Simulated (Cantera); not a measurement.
Input (Python, Cantera):

```python
import numpy as np
import cantera as ct

gas = ct.Solution("gri30.yaml")
gas.TPX = 1125, 101325, {'CO': 0.014, 'O2': 0.028, 'H2O': 0.08, 'N2': 1}
reactor = ct.IdealGasConstPressureReactor(gas, energy="off", clone=False)
net = ct.ReactorNet([reactor])
net.rtol, net.atol = 1e-08, 1e-18
show = ['CO', 'O2', 'H2O', 'N2O', 'OH']
times = np.geomspace(0.0008, 40, 14)

steps = ct.SolutionArray(gas, extra=["t"])
rows = []
print(f"{'t/s':>10s}{'T/K':>9s}{'P/Pa':>11s}" + "".join(f"{s:>11s}" for s in show))
for t in times:
    while net.time < t:
        t_next = net.step()
        steps.append(gas.state, t=t_next)
    rows.append([np.interp(t, steps.t, y) for y in (steps.T, steps.P, *steps(*show).X.T)])
    print(f"{t:10.3e}{rows[-1][0]:9.1f}{rows[-1][1]:11.4g}" + "".join(f"{x:11.3e}" for x in rows[-1][2:]))
rate = np.gradient(steps.T, steps.t)
print("integrator steps:", len(steps.t))
if steps.T.max() > steps.T[0] + 200:
    print(f"time of steepest temperature rise: {steps.t[rate.argmax()]:.4e} s")
gas.TPX = 1125, 101325, {'CO': 0.014, 'O2': 0.028, 'H2O': 0.08, 'N2': 1}
gas.equilibrate("TP")
print(f"equilibrium (TP): T = {gas.T:.1f} K  " + "  ".join(f"{s} {gas[s].X[0]:.3e}" for s in show))
```

Output:

```
       t/s      T/K       P/Pa         CO         O2        H2O        N2O         OH
 8.000e-04   1125.0  1.013e+05  1.248e-02  2.496e-02  7.130e-02  1.636e-12  1.852e-08
 1.839e-03   1125.0  1.013e+05  1.245e-02  2.494e-02  7.129e-02  3.407e-10  3.845e-06
 4.227e-03   1125.0  1.013e+05  8.340e-03  2.300e-02  7.109e-02  4.658e-08  8.462e-05
 9.716e-03   1125.0  1.013e+05  2.997e-03  2.033e-02  7.148e-02  1.178e-07  5.180e-05
 2.233e-02   1125.0  1.013e+05  8.425e-04  1.925e-02  7.167e-02  1.590e-07  2.639e-05
 5.133e-02   1125.0  1.013e+05  1.928e-04  1.893e-02  7.173e-02  1.784e-07  1.345e-05
 1.180e-01   1125.0  1.013e+05  3.437e-05  1.885e-02  7.174e-02  1.860e-07  6.781e-06
 2.712e-01   1125.0  1.013e+05  4.845e-06  1.884e-02  7.175e-02  1.873e-07  3.313e-06
 6.234e-01   1125.0  1.013e+05  5.280e-07  1.883e-02  7.175e-02  1.833e-07  1.667e-06
 1.433e+00   1125.0  1.013e+05  3.676e-08  1.883e-02  7.175e-02  1.718e-07  9.241e-07
 3.294e+00   1125.0  1.013e+05  1.233e-09  1.883e-02  7.175e-02  1.469e-07  6.100e-07
 7.571e+00   1125.0  1.013e+05  2.642e-10  1.883e-02  7.175e-02  1.023e-07  5.107e-07
 1.740e+01   1125.0  1.013e+05  2.488e-10  1.883e-02  7.175e-02  4.517e-08  4.840e-07
 4.000e+01   1125.0  1.013e+05  2.434e-10  1.883e-02  7.175e-02  8.690e-09  4.702e-07
integrator steps: 1523
equilibrium (TP): T = 1125.0 K  CO 2.427e-10  O2 1.882e-02  H2O 7.175e-02  N2O 2.698e-09  OH 4.678e-07
```

Detailed kinetics in Cantera: GRI-Mech 3.0 (53 species, 325 reactions).
